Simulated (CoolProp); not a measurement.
Dimethyl ether along the isotherm 458.3 K: fugacity coefficient from the reference equation and from simpler models built on Tc = 400.4 K, pc = 5.337 MPa, ω = 0.196; each cubic takes its own stable root.

The numbers come from the reference Helmholtz-energy equation of state, Wu 2011 in CoolProp.

```tsv
p (MPa)	phase	reference	van der Waals	Redlich-Kwong	Peng-Robinson
0.0422	gas	0.9981	0.9983	0.9982	0.9980
0.096	gas	0.9958	0.9962	0.9959	0.9955
0.219	gas	0.9904	0.9913	0.9906	0.9898
0.497	gas	0.9784	0.9802	0.9788	0.9770
1.13	gas	0.9514	0.9552	0.9521	0.9483
2.58	gas	0.8916	0.8983	0.8924	0.8849
5.86	supercritical	0.7651	0.7707	0.7641	0.7535
13.3	supercritical	0.5361	0.5333	0.5364	0.5332
```
